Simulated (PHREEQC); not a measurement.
A solution holds 0.093 mol/kgw FeCl3, 0.25 mol/kgw MgSO4 and 0.011 mol/kgw Na2SO4, at 25 °C. Closed to the air; pH follows from the charge balance.

Equilibrium calculation in PHREEQC: ion-association model, wateq4f.dat.

Q: The ionic strength comes out as 0.670 mol/kgw. What activity coefficients do FeOH+2, FeSO4+, NaSO4-, HSO4-, Fe3(OH)4+5 get?

A: FeOH+2 0.19, FeSO4+ 0.66, NaSO4- 0.68, HSO4- 0.65, Fe3(OH)4+5 0.00067.

Precipitation was switched off in this run. Examples of supersaturated solids here: Jarosite-Na, Hematite (slow to form). Others may be too.
